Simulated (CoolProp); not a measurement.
The numbers come from the reference Helmholtz-energy equation of state, Gedanitz 2015 in CoolProp.

**Question.** For cyclopentane, give the phase and the Joule-Thomson coefficient (K/MPa) at 221.2 K and 13.5 MPa; 333.5 K and 0.0711 MPa.

**Answer.** 
- 221.2 K and 13.5 MPa: liquid; Joule-Thomson coefficient -0.627
- 333.5 K and 0.0711 MPa: gas; Joule-Thomson coefficient 28.6
